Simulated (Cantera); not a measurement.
Input (Python, Cantera) and output of one run.

```python
import numpy as np
import cantera as ct

gas_names = [...]  # 87 gases of nasa_gas.yaml made of C, H, Si
cond_names = """
    C(gr) C6H6(L) C7H8(L) C8H18(L),n-octa Si(cr) Si(L) SiC(b)
""".split()


# ... load() reads the species with a 1 bar reference pressure and builds the phases ...
atoms = {
    'SiH4': {'Si': 1, 'H': 4},
    'C2H4': {'C': 2, 'H': 4},
    'H2': {'H': 2},
}
top_T = {'C(gr)': 4500, 'SiC(b)': 3050}  # K; cautious upper limits of use, not melting points


# ... equilibrate(T, P, feed) seeds the gas with the atoms and calls Mixture.equilibrate('TP', solver="vcs", rtol=1e-11, max_steps=5000) ...
results = []
feed = {'SiH4': 1, 'C2H4': 0.85, 'H2': 87}  # mol
P = 1600  # Pa
for T in [1050, 1150, 1250, 1350, 1450, 1550, 1650, 1750, 1850, 1950, 2050, 2150]:
    mix = equilibrate(T, P, feed)
    results.append((T, P, feed, dict(zip(mix.species_names, mix.species_moles))))

top = {s: max(r[3][s] / sum(r[3][g] for g in gas_names) for r in results) for s in gas_names}
cols = sorted((s for s in top if top[s] > 1e-05), key=lambda s: -top[s])[:8]
seen = [c for c in cond_names if any(r[3].get(c, 0) > 1e-12 for r in results)]
print("log10 of partial pressures in bar; condensed amounts in mol")
print(f"{'T/K':>10s}" + "".join(f"{s[:9]:>10s}" for s in cols + seen))
for T, P, feed, n in results:
    ng = sum(n[g] for g in gas_names)
    print(f"{T:10.4g}" + "".join(f"{np.log10(max(n[s] / ng * P / 1e5, 1e-99)):10.3f}" for s in cols)
          + "".join(f"{n.get(c, 0):10.4g}" for c in seen))
```

Result:

```
log10 of partial pressures in bar; condensed amounts in mol
       T/K        H2         H C2H2,acet        Si       CH4      SiC2       SiH      Si2C     C(gr)    SiC(b)
      1050    -1.796    -8.989   -10.180   -17.865    -4.835   -23.043   -17.111   -22.925    0.6171         1
      1150    -1.796    -8.025    -9.209   -15.615    -5.223   -20.086   -15.192   -20.017    0.6661         1
      1250    -1.796    -7.214    -8.395   -13.727    -5.551   -17.607   -13.582   -17.580     0.684         1
      1350    -1.796    -6.521    -7.703   -12.120    -5.831   -15.500   -12.214   -15.511    0.6914         1
      1450    -1.796    -5.922    -7.108   -10.737    -6.073   -13.687   -11.036   -13.731    0.6943         1
      1550    -1.796    -5.400    -6.591    -9.534    -6.284   -12.112   -10.012   -12.186    0.6941         1
      1650    -1.796    -4.940    -6.137    -8.478    -6.469   -10.731    -9.114   -10.832    0.6898         1
      1750    -1.797    -4.532    -5.736    -7.544    -6.633    -9.511    -8.321    -9.637     0.678    0.9998
      1850    -1.798    -4.168    -5.380    -6.712    -6.780    -8.425    -7.615    -8.574     0.653    0.9986
      1950    -1.800    -3.841    -5.062    -5.967    -6.913    -7.454    -6.983    -7.623    0.6075    0.9925
      2050    -1.804    -3.546    -4.778    -5.295    -7.037    -6.579    -6.415    -6.767    0.5399    0.9644
      2150    -1.812    -3.281    -4.525    -4.686    -7.156    -5.788    -5.903    -5.994    0.4783    0.8505
```

Method: chemical equilibrium by Gibbs-energy minimisation in Cantera with the NASA 1993 tables (ideal gas, pure condensed phases). Gases not in the tables: Si2H6 and higher silanes.
